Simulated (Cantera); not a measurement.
Charge: 1 mol CH3OH, 60 mol H2, at 203 Torr.

Equilibrium computed with Cantera from the NASA thermochemical tables; the gas is ideal and each condensed phase is pure. Candidate condensed phases: C, C6H6, C7H8, C8H18, H2O; 131 gas species. Ions and electrons are included (thermal ionisation). The numbers say what is thermodynamically allowed, not how fast it happens.

Problem. At 3500 K, list the 4 most abundant gas species with their mole fractions, and the condensed phases.

Solution. H 0.656, H2 0.333, CO 0.0107, C 1.10e-5. Condensed: gas only.
